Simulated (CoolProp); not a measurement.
Saturation properties of carbon dioxide.

Values from CoolProp's reference Helmholtz-energy equation of state, Span 1996.

```tsv
T (K)	p (kPa)	liquid density (kg/m³)	vapour density (kg/m³)
234.9	1071	1110	27.82
239.8	1274	1090	33.07
244.8	1509	1069	39.23
249.7	1768	1047	46.19
254.6	2059	1025	54.18
259.6	2391	1001	63.60
264.5	2752	975.9	74.29
269.5	3160	948.7	86.99
274.4	3602	919.9	101.6
279.4	4098	887.7	119.4
284.3	4632	852.5	140.5
289.3	5230	811.1	167.6
294.2	5872	761.8	202.7
```
